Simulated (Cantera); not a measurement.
Low-pressure radical oxidation in H2/O2

A perfectly stirred reactor is fed with H2 : O2 = 0.0052 : 1 (molar parts), at 0.0267 bar; it is held at 1000 K, and followed from long to short residence time.

Detailed kinetics in Cantera: the H2/O2 subset of GRI-Mech 3.0, which has no nitrogen chemistry. Radical loss at walls, strong at low pressure, is not modelled.

```tsv
τ (s)	x H2	x O2	x H2O	x H2O2	x O
2.4	6.53e-5	0.995	0.00509	2.34e-8	0.000176
0.96	0.000107	0.994	0.00504	3.11e-8	0.000292
0.38	0.000175	0.994	0.00495	4.24e-8	0.000471
0.15	0.000289	0.994	0.00480	5.91e-8	0.000730
0.062	0.000472	0.994	0.00456	8.14e-8	0.00105
0.025	0.000795	0.993	0.00416	1.12e-7	0.00140
0.010	0.00137	0.993	0.00349	1.47e-7	0.00164
0.0041	0.00234	0.993	0.00248	1.64e-7	0.00151
0.0016	0.00403	0.994	0.000937	8.06e-8	0.000718
```
x: mole fraction; the columns are a selection and need not sum to one.
